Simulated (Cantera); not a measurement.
An isothermal, constant-pressure homogeneous reactor starts with H₂ : O₂ = 0.013 : 1 (molar parts), equivalence ratio 0.0065, at 1450 K and 0.00178 atm. Integrator tolerance rtol = 1e-08.

Computed with Cantera and GRI-Mech 3.0 (53 species, 325 reactions). Radical loss at walls, strong at low pressure, is not modelled.

**Question.** What does this change do: H2 0.013 to 0.074 parts?

**Answer.** 
| quantity | before | after |
|---|---|---|
| x(H₂) at 50.0 s | 1.43e-5 (gas-phase equilibrium 2.91e-7) | 1.94e-5 (gas-phase equilibrium 1.66e-6) |
| x(O₂) at 50.0 s | 0.984 (gas-phase equilibrium 0.987) | 0.928 (gas-phase equilibrium 0.928) |
| x(OH) at 50.0 s | 0.000897 (gas-phase equilibrium 0.000128) | 0.00101 (gas-phase equilibrium 0.000297) |
| x(O) at 50.0 s | 0.00240 (gas-phase equilibrium 4.73e-5) | 0.000537 (gas-phase equilibrium 4.59e-5) |
| x(HO₂) at 50.0 s | 2.93e-8 (gas-phase equilibrium 3.16e-8) | 4.33e-8 (gas-phase equilibrium 7.11e-8) |
The temperature is held fixed by assumption; the heat of reaction is taken as removed at once.

**Question.** What does this change do: pressure from 0.00178 atm to 0.0132 atm?

**Answer.** 
| quantity | before | after |
|---|---|---|
| x(H₂) at 50.0 s | 1.43e-5 (gas-phase equilibrium 2.91e-7) | 1.09e-7 (gas-phase equilibrium 1.07e-7) |
| x(O₂) at 50.0 s | 0.984 (gas-phase equilibrium 0.987) | 0.987 (gas-phase equilibrium 0.987) |
| x(OH) at 50.0 s | 0.000897 (gas-phase equilibrium 0.000128) | 7.86e-5 (gas-phase equilibrium 7.78e-5) |
| x(O) at 50.0 s | 0.00240 (gas-phase equilibrium 4.73e-5) | 1.78e-5 (gas-phase equilibrium 1.74e-5) |
| x(HO₂) at 50.0 s | 2.93e-8 (gas-phase equilibrium 3.16e-8) | 5.18e-8 (gas-phase equilibrium 5.22e-8) |
